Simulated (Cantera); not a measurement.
A perfectly stirred reactor is fed with 5.00 % CH₄, 13.5 % O₂, 81.5 % N₂, at 4.93 atm; it is adiabatic with a 623 K inlet, and is followed from long to short residence time, starting on the burning branch (τ in s: 0.058, 0.029, 0.014, 0.0072, 0.0036, 0.0018, 0.00089, 0.00044, 0.00022, 0.00011, 5.5e-05, 2.7e-05, 1.4e-05).

Detailed kinetics in Cantera: GRI-Mech 3.0 (53 species, 325 reactions).

**Question.** Predict: blow-out, bracketed by the residence times tried; x(CH₄) at τ = 58.0 ms; x(O₂) at τ = 58.0 ms; x(CH₃) at τ = 58.0 ms; x(CH₂) at τ = 58.0 ms; x(CH₄) at τ = 0.890 ms; x(O₂) at τ = 0.890 ms; x(CH₃) at τ = 0.890 ms; x(CH₂) at τ = 0.890 ms.

**Answer.** 
```json
{
  "blow_out_bracketed_by_the_residence_times_tried": "burning at 0.220 ms, out at 0.110 ms",
  "x(CH₄) at τ = 58.0 ms": "1.06e-5",
  "x(O₂) at τ = 58.0 ms": "0.0350",
  "x(CH₃) at τ = 58.0 ms": "2.32e-6",
  "x(CH₂) at τ = 58.0 ms": "3.25e-8",
  "x(CH₄) at τ = 0.890 ms": "0.000191",
  "x(O₂) at τ = 0.890 ms": "0.0371",
  "x(CH₃) at τ = 0.890 ms": "3.33e-5",
  "x(CH₂) at τ = 0.890 ms": "1.14e-6"
}
```
